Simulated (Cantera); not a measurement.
A closed system holds: 1 mol B₂O₃, 15 mol H₂O, 63 mol N₂, 36 mol H₂, at 998.15 K and 1.90 mbar.

These are equilibrium values from Cantera (NASA tables, ideal gas, pure condensed phases), not measurements of a reactor. Candidate condensed phases: B, BN, B₂O₃, B₃O₃H₃, H₂O; 39 gas species. Gases not in the tables: H₃BO₃. Rates play no part.

Base state: N₂ 0.553, H₂ 0.316, H₂O 0.131, HBO₂ 0.000210, (HBO₂)₃ 5.84e-5 (mole fractions); condensed: B₂O₃(l).

Problem. What changes in the equilibrium state with this change: temperature from 998.15 K to 1723 K?

Solution. 
```csv
species,before,after
N₂,0.553,0.547
H₂,0.316,0.311
H₂O,0.131,0.122
HBO₂,0.000210,0.0170
B₂O₃,1.61e-9,0.000149
H,2.78e-8,0.00233
"B₂O₃(l), mol",0.978,0
```

Problem. What changes in the equilibrium state with this change: temperature from 998.15 K to 1573 K?

Solution. 
```tsv
species	before	after
N₂	0.553	0.548
H₂	0.316	0.313
H₂O	0.131	0.122
HBO₂	0.000210	0.0171
B₂O₃	1.61e-9	0.000108
(HBO₂)₃	5.84e-5	<1e-9
H	2.78e-8	0.000522
HBO	2.48e-9	3.70e-5
B₂O₃(l), mol	0.978	0
```

Problem. What changes in the equilibrium state with this change: B₂O₃ replaced by BF₃?

Solution. 
| species | before | after |
|---|---|---|
| N₂ | 0.553 | 0.545 |
| H₂ | 0.316 | 0.312 |
| H₂O | 0.131 | 0.117 |
| HF | 0 | 0.0251 |
| BF₃ | 0 | 0.000208 |
| BOF | 0 | 0.000179 |
| B₃O₃F₃ | 0 | 2.19e-5 |
| (HBO₂)₃ | 5.84e-5 | 4.91e-5 |
| HBO₂ | 0.000210 | 0.000198 |
| B₂O₃(l), mol | 0.978 | 0.454 |
